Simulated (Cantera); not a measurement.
Charge: 1 mol C₂H₄, 0.031 mol CO₂, 0.36 mol H₂, held at 1250 °C and 3500 Pa.

Equilibrium computed with Cantera from the NASA thermochemical tables; the gas is ideal and each condensed phase is pure. Candidate condensed phases: C, C₆H₆, C₇H₈, C₈H₁₈, H₂O; 110 gas species. Kinetics and transport are ignored.

Question: What is the equilibrium state?

Answer: 
| Property | Value |
|---|---|
| x(H₂) | 0.974 |
| x(CO) | 0.0256 |
| x(H) | 0.000122 |
| x(CH₄) | 7.65e-5 |
| x(C₂H₂ (acetylene)) | 1.15e-5 |
| x(H₂O) | 1.27e-6 |
| n(C(graphite)) | 1.97 mol |
| gas amount | 2.422 mol |
